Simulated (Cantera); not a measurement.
Silicon nitride deposition: SiH₂Cl₂ + N₂

A closed system holds: 1 mol SiH₂Cl₂, a varied amount of N₂, held at 927 °C and 0.0170 bar.

These are equilibrium values from Cantera (NASA tables, ideal gas, pure condensed phases), not measurements of a reactor. Candidate condensed phases: NH₄Cl, Si, Si₃N₄; 28 gas species. N₂ is the only nitrogen source here; it is nearly inert below about 1500 K, so the nitride shown seldom forms there in practice. The tables' values for SiCl₃ are old estimates; treat these amounts as uncertain. Equilibrium is a limit: real reactors are often held back by kinetics, nucleation or transport.

From 1.1 mol N₂ to 12 mol N₂ the condensed part is Si₃N₄(s). The main Si-bearing gas is SiCl₄ throughout. The share of Si in condensed phases is highest at 12 mol N₂ (84.7 %) and lowest at 1.1 mol N₂ (75.9 %).

```tsv
n(N₂) (mol)	log p N₂	log p HCl	log p H₂	log p SiCl₄	log p SiCl₃	log p SiHCl₃	n Si₃N₄(s)
1.1	-2.37	-2.12	-2.47	-2.78	-4.29	-4.69	0.253
1.7	-2.17	-2.19	-2.60	-2.92	-4.42	-4.89	0.259
2.5	-2.05	-2.27	-2.74	-3.05	-4.55	-5.08	0.264
3.7	-1.97	-2.37	-2.89	-3.20	-4.67	-5.29	0.269
5.4	-1.91	-2.48	-3.05	-3.36	-4.80	-5.50	0.274
8	-1.87	-2.61	-3.22	-3.54	-4.94	-5.73	0.278
12	-1.83	-2.75	-3.42	-3.74	-5.10	-5.97	0.282
```
log p: log10 of the partial pressure in bar; n: condensed amount in mol.
